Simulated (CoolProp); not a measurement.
Computed with CoolProp (reference Helmholtz-energy equation of state, Tillner-Roth 1997).

Task: Give the vapour pressure (bar), liquid cp (kJ/(kg K)), liquid viscosity (µPa s), vapour viscosity (µPa s) of saturated CH2F2 (R32) at -1.65, 1.05 °C.

Result: 
```json
[
 {"T (°C)": "-1.65", "p (bar)": "7.71", "liquid cp (kJ/(kg K))": "1.74", "liquid viscosity (µPa s)": "156", "vapour viscosity (µPa s)": "12.3"},
 {"T (°C)": "1.05", "p (bar)": "8.41", "liquid cp (kJ/(kg K))": "1.75", "liquid viscosity (µPa s)": "150", "vapour viscosity (µPa s)": "12.4"}
]
```

Viscosity comes from a separate model (Bell 2016), an estimate that may be off by 10 % or more.
